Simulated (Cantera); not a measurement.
Feed: 1 mol CuO, 1.4 mol HF, 14 mol N2, equilibrated at 1502 °C and 0.0133 bar.

These are equilibrium values from Cantera (NASA tables, ideal gas, pure condensed phases), not measurements of a reactor. Kinetics and transport are ignored.

| species | before | after |
|---|---|---|
| N2 | 0.848 | 0.895 |
| HF | 0.0608 | 0.0893 |
| O2 | 0.0235 | 0.0160 |
| Cu | 0.0303 | <1e-9 |
| CuF | 0.0240 | 6.41e-5 |
| H2O | 0.0118 | 5.56e-5 |
| O | 0.000127 | <1e-9 |
| CuO | 7.31e-5 | <1e-9 |
| Cu2 | 5.20e-5 | <1e-9 |
| OH | 0.000346 | 1.06e-8 |
| H2 | 2.84e-5 | <1e-9 |
| H | 1.33e-5 | <1e-9 |
| Cu(l), mol | 0.101 | 0 |
| Cu2O(s), mol | 0 | 0.499 |
Gas species are given as mole fractions.

### Question
Which change was made?
(A) temperature from 1502 °C to 427 °C
(B) pressure from 0.0133 bar to 1.00 bar
(C) temperature from 1502 °C to 777 °C
(D) 0.071 mol NH3 added

### Answer
C, temperature from 1502 °C to 777 °C
